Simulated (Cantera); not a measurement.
Input: 1 mol Si2H6, a varied amount of HCl, 3.8 mol H2, held at 973.15 K and 1.05 Torr.

Cantera equilibrium calculation (NASA polynomials, part measured and part estimated; ideal gas, pure solids and liquids). Candidate condensed phases: Si; 19 gas species. The feed counts by its element totals alone. The tables' values for SiCl3 are old estimates; treat these amounts as uncertain. Kinetics and transport are ignored.

Q: At 0.4 mol HCl, list the 5 most abundant gas species with their mole fractions, and the condensed phases.

A: H2 0.967, HCl 0.0242, SiCl4 0.00608, SiHCl3 0.00137, SiCl2 0.000971. Condensed: Si(s).
